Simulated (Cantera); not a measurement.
**Ignition delay**

Mixture: CH₄ : H₂ : O₂ : N₂ = 1 : 0.098 : 1.21 : 4.53 (molar parts), at 2700000 Pa, adiabatic and at constant pressure. Ignition delay is the time to a rise of 400 K.

Model: GRI-Mech 3.0 (53 species, 325 reactions), integrated in Cantera. The pressure lies above the range GRI-Mech 3.0 was tuned for (to about 10 atm).

```
T0 (K)  delay (ms)
------  ----------
1075          2.20
1175         0.700
1275         0.305
1375         0.144
1475        0.0687
1575        0.0327
1675        0.0158
1775       0.00792
1875       0.00417
1975       0.00233
```

```json
{
  "apparent activation energy between 1775 and 1975 K": "180 kJ/mol"
}
```
